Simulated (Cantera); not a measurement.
A freely propagating, adiabatic, planar premixed flame of H₂ : O₂ : N₂ = 1 : 0.263 : 1 (molar parts), equivalence ratio 1.9, unburnt at 325 K and 0.276 atm; mixture-averaged transport, grid criteria slope 0.08 and curve 0.16, no radiation.

Model: the H2/O2 subset of GRI-Mech 3.0, which has no nitrogen chemistry, integrated in Cantera. Burning velocities carry a grid error of a few per cent, more on coarse grids.

### Question
How do the results move with these cheaper or finer settings: unity-Lewis-number transport; multicomponent transport; multicomponent+Soret transport; grid criteria slope 0.5, curve 1; grid criteria slope 0.25, curve 0.5; grid criteria slope 0.03, curve 0.06?

### Answer
```csv
setting,laminar burning velocity,thermal thickness,peak x(H),peak x(H₂O₂),grid points
as above,302 cm/s,1.87 mm,0.0964,5.85e-5,141
unity-Lewis-number transport,176 cm/s,1.66 mm,0.0984,1.63e-5,118
multicomponent transport,294 cm/s,1.88 mm,0.0961,5.75e-5,141
multicomponent+Soret transport,282 cm/s,1.82 mm,0.0948,5.85e-5,141
"grid criteria slope 0.5, curve 1",339 cm/s,2.43 mm,0.0995,3.55e-5,45
"grid criteria slope 0.25, curve 0.5",310 cm/s,2.03 mm,0.0984,5.16e-5,70
"grid criteria slope 0.03, curve 0.06",301 cm/s,1.83 mm,0.0964,6.09e-5,314
```
The base run took roughly 1.7 core-seconds.
Unity Lewis numbers drop preferential diffusion, which matters most where H2 and H carry the flame; Soret adds thermal diffusion.
